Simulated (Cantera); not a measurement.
# Thermodynamics of hydrogen reduction and annealing atmospheres, feed Cr2O3 + H2 + N2

A closed system holds: 1 mol Cr2O3, 7.2 mol H2, 13 mol N2, held at 900 °C.

Equilibrium computed with Cantera from the NASA thermochemical tables; the gas is ideal and each condensed phase is pure. Candidate condensed phases: Cr, CrN, Cr2N, Cr2O3, H2O; 29 gas species. Mutual solubility and eutectic melting of coexisting phases are not modelled. Kinetics and transport are ignored.

At 10.0 Pa the condensed part is Cr(s) + Cr2O3(s). From 68.0 Pa to 32.0 mbar the condensed part is Cr2N(s) + Cr2O3(s). From 0.220 bar to 10.0 bar the condensed part is CrN(s) + Cr2O3(s).

```
P (Pa)   log p N2  log p H2  log p NH3  log p H2O  log p H   n Cr(s)  n Cr2O3(s)  n Cr2N(s)  n CrN(s)
-------  --------  --------  ---------  ---------  -------  --------  ----------  ---------  --------
10          -4.19     -4.45     -12.43      -8.56    -9.15  0.000350       1.000          0         0
68          -3.36     -3.62     -10.77      -7.70    -8.74         0       1.000   0.000198         0
460         -2.53     -2.79      -9.10      -6.73    -8.32         0       1.000   0.000274         0
3200        -1.69     -1.94      -7.42      -5.74    -7.90         0       1.000   0.000379         0
22000       -0.85     -1.11      -5.75      -4.69    -7.48         0       0.999          0   0.00124
150000      -0.02     -0.27      -4.08      -3.58    -7.06         0       0.999          0   0.00235
1000000      0.81      0.55      -2.43      -2.48    -6.65         0       0.998          0   0.00441
```
log p: log10 of the partial pressure in bar; n: condensed amount in mol.
